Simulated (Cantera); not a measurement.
Feed: 1 mol SiCl4, 0.01 mol CH4, 10 mol H2, held at 1.30 mbar.

Cantera equilibrium calculation (NASA polynomials, part measured and part estimated; ideal gas, pure solids and liquids). Candidate condensed phases: C, C6H6, C7H8, C8H18, Si, SiC; 109 gas species. The tables' values for SiCl are old estimates; treat these amounts as uncertain. Rates play no part. All values below are at 2398 K.

Base state: H2 0.413, H 0.281, HCl 0.164, Cl 0.0795, Si 0.0558, SiCl2 0.00354, SiCl 0.00307, SiH 0.000401 (mole fractions); condensed: gas only.

Question: What changes in the equilibrium state with this change: SiCl4 replaced by Si(CH3)4?

Answer: 
| species | before | after |
|---|---|---|
| H2 | 0.413 | 0.607 |
| H | 0.281 | 0.340 |
| Si | 0.0558 | 0.0397 |
| HCl | 0.164 | 0 |
| Cl | 0.0795 | 0 |
| SiCl2 | 0.00354 | 0 |
| SiCl | 0.00307 | 0 |
| C4H2 | 2.52e-9 | 1.19e-5 |
| C3 | 1.71e-7 | 7.29e-5 |
| C(graphite), mol | 0 | 3.50 |
Gases not in the tables: Si2H6 and higher silanes.
